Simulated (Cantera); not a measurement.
SiH4 + C2H4 + H2 (silicon carbide growth)

Feed: 1 mol SiH4, 0.035 mol C2H4, 15 mol H2, equilibrated at 1700 °C and 13.3 mbar.

Method: chemical equilibrium by Gibbs-energy minimisation in Cantera with the NASA 1993 tables (ideal gas, pure condensed phases). Candidate condensed phases: C, C6H6, C7H8, C8H18, Si, SiC; 87 gas species. Mutual solubility and eutectic melting of coexisting phases are not modelled. Gases not in the tables: Si2H6 and higher silanes. Rates play no part.

```yaml
x(H2): 0.986
x(H): 0.0116
x(Si): 0.00237
x(SiH): 0.000197
x(SiH2): 8.96e-5
x(Si2C): 5.79e-5
x(Si2): 2.30e-5
x(Si3): 5.00e-6
x(C2H2 (acetylene)): 1.55e-6
n(Si(l)): 0.882 mol
n(SiC(s)): 0.0689 mol
gas_amount: 17.21 mol
log10 activity of C(graphite) (absent): -1.30
```
